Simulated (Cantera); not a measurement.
Cantera run, input and output.

```python
import numpy as np
import cantera as ct

gas = ct.Solution("h2o2.yaml")
gas.TPX = 1150, 2000, {'H2': 0.01, 'O2': 1}
reactor = ct.IdealGasConstPressureReactor(gas, energy="off", clone=False)
net = ct.ReactorNet([reactor])
net.rtol, net.atol = 1e-08, 1e-18
show = ['H2', 'O2', 'OH', 'HO2', 'H2O2']
times = np.geomspace(4e-05, 4, 10)

steps = ct.SolutionArray(gas, extra=["t"])
rows = []
print(f"{'t/s':>10s}{'T/K':>9s}{'P/Pa':>11s}" + "".join(f"{s:>11s}" for s in show))
for t in times:
    while net.time < t:
        t_next = net.step()
        steps.append(gas.state, t=t_next)
    rows.append([np.interp(t, steps.t, y) for y in (steps.T, steps.P, *steps(*show).X.T)])
    print(f"{t:10.3e}{rows[-1][0]:9.1f}{rows[-1][1]:11.4g}" + "".join(f"{x:11.3e}" for x in rows[-1][2:]))
rate = np.gradient(steps.T, steps.t)
print("integrator steps:", len(steps.t))
if steps.T.max() > steps.T[0] + 200:
    print(f"time of steepest temperature rise: {steps.t[rate.argmax()]:.4e} s")
gas.TPX = 1150, 2000, {'H2': 0.01, 'O2': 1}
gas.equilibrate("TP")
print(f"equilibrium (TP): T = {gas.T:.1f} K  " + "  ".join(f"{s} {gas[s].X[0]:.3e}" for s in show))
```

Output:

```
       t/s      T/K       P/Pa         H2         O2         OH        HO2       H2O2
 4.000e-05   1150.0       2000  9.901e-03  9.901e-01  7.795e-11  2.017e-10  3.076e-15
 1.438e-04   1150.0       2000  9.901e-03  9.901e-01  5.405e-10  7.265e-10  3.975e-14
 5.166e-04   1150.0       2000  9.901e-03  9.901e-01  3.516e-09  2.628e-09  5.128e-13
 1.857e-03   1150.0       2000  9.901e-03  9.901e-01  1.227e-07  1.065e-08  6.822e-12
 6.672e-03   1150.0       2000  3.551e-03  9.846e-01  1.598e-03  2.864e-06  1.697e-07
 2.398e-02   1150.0       2000  3.518e-05  9.833e-01  5.846e-04  1.493e-06  2.835e-08
 8.618e-02   1150.0       2000  1.659e-05  9.869e-01  4.023e-04  1.052e-06  2.660e-08
 3.097e-01   1150.0       2000  3.529e-06  9.893e-01  1.871e-04  4.636e-07  1.967e-08
 1.113e+00   1150.0       2000  4.244e-07  9.899e-01  6.586e-05  1.194e-07  8.359e-09
 4.000e+00   1150.0       2000  4.852e-08  9.900e-01  2.257e-05  2.206e-08  1.978e-09
integrator steps: 1426
equilibrium (TP): T = 1150.0 K  H2 3.058e-10  O2 9.900e-01  OH 1.827e-06  HO2 2.849e-09  H2O2 2.103e-11
```

Model: the H2/O2 subset of GRI-Mech 3.0, which has no nitrogen chemistry, integrated in Cantera. Radical loss at walls, strong at low pressure, is not modelled.
